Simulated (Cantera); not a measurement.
Mixture: CH4 : C2H6 : O2 : N2 = 1 : 0.056 : 1.83 : 6.88 (molar parts), at 9.87 atm, adiabatic and at constant volume. Ignition delay is the time to a rise of 400 K.

Model: GRI-Mech 3.0 (53 species, 325 reactions), integrated in Cantera.

Q: What does this change do: constant pressure in place of constant volume?

A: 
```json
[
 {"quantity": "delay at 1125 K", "before": "3.58 ms", "after": "3.77 ms"},
 {"quantity": "delay at 1275 K", "before": "0.701 ms", "after": "0.749 ms"},
 {"quantity": "delay at 1425 K", "before": "0.162 ms", "after": "0.177 ms"},
 {"quantity": "delay at 1575 K", "before": "41.7 µs", "after": "46.4 µs"},
 {"quantity": "apparent activation energy between 1500 and 1650 K", "before": "180 kJ/mol", "after": "170 kJ/mol"}
]
```
